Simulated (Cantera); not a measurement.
## Si(CH3)4 + C2H2 + H2 (silicon carbide growth)

Feed: 1 mol Si(CH3)4, 0.075 mol C2H2, 1200 mol H2, held at 1.00 bar.

These are equilibrium values from Cantera (NASA tables, ideal gas, pure condensed phases), not measurements of a reactor. Candidate condensed phases: C, C6H6, C7H8, C8H18, Si, SiC; 87 gas species. Gases not in the tables: Si2H6 and higher silanes. Kinetics and transport are ignored.

From 950 K to 1400 K the condensed part is SiC(s). From 1550 K to 2000 K the condensed part is C(graphite) + SiC(s). From 2150 K to 2300 K the condensed part is SiC(s). From 2450 K to 2600 K nothing is condensed.

```json
[
 {"T (K)": "950", "x H2": "0.997", "x H": "5.56e-10", "x CH4": "0.00262", "x C2H2 (acetylene)": "<1e-12", "x Si": "<1e-12", "x SiH": "<1e-12", "x SiH2": "<1e-12", "n SiC(s)": "1.000", "n C(graphite)": "0"},
 {"T (K)": "1100", "x H2": "0.997", "x H": "2.58e-8", "x CH4": "0.00262", "x C2H2 (acetylene)": "7.14e-11", "x Si": "<1e-12", "x SiH": "<1e-12", "x SiH2": "1.55e-11", "n SiC(s)": "1.000", "n C(graphite)": "0"},
 {"T (K)": "1250", "x H2": "0.997", "x H": "4.83e-7", "x CH4": "0.00262", "x C2H2 (acetylene)": "1.44e-8", "x Si": "<1e-12", "x SiH": "<1e-12", "x SiH2": "2.95e-10", "n SiC(s)": "1.000", "n C(graphite)": "0"},
 {"T (K)": "1400", "x H2": "0.997", "x H": "4.86e-6", "x CH4": "0.00261", "x C2H2 (acetylene)": "9.30e-7", "x Si": "6.49e-12", "x SiH": "3.23e-11", "x SiH2": "2.96e-9", "n SiC(s)": "1.000", "n C(graphite)": "0"},
 {"T (K)": "1550", "x H2": "0.998", "x H": "3.15e-5", "x CH4": "0.00202", "x C2H2 (acetylene)": "1.60e-5", "x Si": "2.92e-10", "x SiH": "7.68e-10", "x SiH2": "2.45e-8", "n SiC(s)": "1.000", "n C(graphite)": "0.666"},
 {"T (K)": "1700", "x H2": "0.999", "x H": "0.000147", "x CH4": "0.00109", "x C2H2 (acetylene)": "7.33e-5", "x Si": "1.01e-8", "x SiH": "1.56e-8", "x SiH2": "2.10e-7", "n SiC(s)": "1.000", "n C(graphite)": "1.64"},
 {"T (K)": "1850", "x H2": "0.999", "x H": "0.000538", "x CH4": "0.000653", "x C2H2 (acetylene)": "0.000261", "x Si": "1.94e-7", "x SiH": "1.92e-7", "x SiH2": "1.27e-6", "n SiC(s)": "0.998", "n C(graphite)": "1.72"},
 {"T (K)": "2000", "x H2": "0.997", "x H": "0.00162", "x CH4": "0.000422", "x C2H2 (acetylene)": "0.000766", "x Si": "2.39e-6", "x SiH": "1.62e-6", "x SiH2": "5.81e-6", "n SiC(s)": "0.988", "n C(graphite)": "0.773"},
 {"T (K)": "2150", "x H2": "0.994", "x H": "0.00421", "x CH4": "0.000230", "x C2H2 (acetylene)": "0.00121", "x Si": "2.60e-5", "x SiH": "1.27e-5", "x SiH2": "2.71e-5", "n SiC(s)": "0.916", "n C(graphite)": "0"},
 {"T (K)": "2300", "x H2": "0.988", "x H": "0.00962", "x CH4": "0.000121", "x C2H2 (acetylene)": "0.00144", "x Si": "0.000230", "x SiH": "8.41e-5", "x SiH2": "0.000114", "n SiC(s)": "0.419", "n C(graphite)": "0"},
 {"T (K)": "2450", "x H2": "0.978", "x H": "0.0199", "x CH4": "6.78e-5", "x C2H2 (acetylene)": "0.00162", "x Si": "0.000492", "x SiH": "0.000139", "x SiH2": "0.000126", "n SiC(s)": "0", "n C(graphite)": "0"},
 {"T (K)": "2600", "x H2": "0.960", "x H": "0.0376", "x CH4": "3.82e-5", "x C2H2 (acetylene)": "0.00162", "x Si": "0.000569", "x SiH": "0.000127", "x SiH2": "8.10e-5", "n SiC(s)": "0", "n C(graphite)": "0"}
]
```
x: gas mole fraction; n: condensed amount in mol.
